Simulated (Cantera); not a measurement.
A perfectly stirred reactor is fed with 24.5 % H2, 15.9 % O2, 59.7 % N2, equivalence ratio 0.77, at 1.00 bar; it is adiabatic with a 625 K inlet, and is followed from long to short residence time, starting on the burning branch (τ in s: 0.074, 0.031, 0.013, 0.0058, 0.0025, 0.0011, 0.00045, 0.00019, 8.2e-05, 3.5e-05, 1.5e-05, 6.4e-06).

Detailed kinetics in Cantera: the H2/O2 subset of GRI-Mech 3.0, which has no nitrogen chemistry.

Task: Predict: blow-out, bracketed by the residence times tried; x(H2) at τ = 74.0 ms; x(O2) at τ = 74.0 ms; x(HO2) at τ = 74.0 ms; x(OH) at τ = 74.0 ms; x(H2O2) at τ = 74.0 ms; x(H2) at τ = 0.450 ms; x(O2) at τ = 0.450 ms; x(HO2) at τ = 0.450 ms; x(OH) at τ = 0.450 ms; x(H2O2) at τ = 0.450 ms.

Result: 
```
Item                                                                           Value
------------------------------------------------  ----------------------------------
blow-out, bracketed by the residence times tried  burning at 15.0 µs, out at 6.40 µs
x(H2) at τ = 74.0 ms                                                         0.00391
x(O2) at τ = 74.0 ms                                                          0.0403
x(HO2) at τ = 74.0 ms                                                        4.49e-6
x(OH) at τ = 74.0 ms                                                         0.00977
x(H2O2) at τ = 74.0 ms                                                       2.66e-7
x(H2) at τ = 0.450 ms                                                         0.0184
x(O2) at τ = 0.450 ms                                                         0.0443
x(HO2) at τ = 0.450 ms                                                       1.14e-5
x(OH) at τ = 0.450 ms                                                         0.0172
x(H2O2) at τ = 0.450 ms                                                      4.22e-7
```
